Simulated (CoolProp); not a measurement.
Properties of dry air along the isobar 5.41 MPa (Tc = -140.6 °C, pc = 3.786 MPa, ω = 0.034).

The numbers come from the reference Helmholtz-energy equation of state, Lemmon 2000 in CoolProp. It is a pseudo-pure fit of the blend.

```csv
T (°C),phase,Z,speed of sound (m/s),Prandtl number,fugacity coefficient
-163.75,liquid,0.2331,621.7,1.68,0.2108
-140.75,liquid,0.2588,345.1,2.18,(withheld)
-117.75,supercritical,(withheld),224.5,1.37,0.7248
-94.75,supercritical,0.8085,256.4,0.969,0.8258
-71.65,supercritical,0.8847,281.2,0.860,0.8867
-48.65,supercritical,0.9285,302.0,0.809,0.9259
-25.65,supercritical,0.9563,320.4,0.780,0.9524
-2.65,supercritical,0.9748,337.0,0.762,0.9708
20.35,supercritical,0.9876,352.4,0.748,0.9840
43.35,supercritical,0.9967,366.7,0.738,0.9936
66.35,supercritical,1.003,380.2,0.730,1.001
89.35,supercritical,1.008,393.0,(withheld),1.006
112.35,supercritical,1.012,405.3,0.720,1.010
135.35,supercritical,1.014,(withheld),(withheld),1.013
158.35,supercritical,1.016,428.2,0.714,1.015
181.45,supercritical,1.018,439.0,0.712,1.017
```

Task: What belongs in the gaps?

Result: 
- -140.75, fugacity coefficient: 0.5037
- -117.75, Z: 0.6489
- 89.35, Prandtl number: 0.724
- 135.35, speed of sound (m/s): 417.0
- 135.35, Prandtl number: 0.716

Viscosity comes from a separate model (Lemmon 2004). Thermal conductivity comes from a separate model (Lemmon 2004).
